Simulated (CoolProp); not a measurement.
R22 at several states: Z from the reference equation and from simpler models built on Tc = 369.3 K, pc = 4990 kPa, ω = 0.221; each cubic takes its own stable root.

The numbers come from the reference Helmholtz-energy equation of state, Kamei 1995 in CoolProp.

```
T (K)  p (kPa)          phase  reference  Redlich-Kwong  Peng-Robinson
-----  -------  -------------  ---------  -------------  -------------
130.9    18200         liquid     0.8523         0.9714         0.8643
443.5     6630  supercritical     0.7310         0.7102         0.7203
162.9     1040         liquid    0.04151        0.04687        0.04126
```
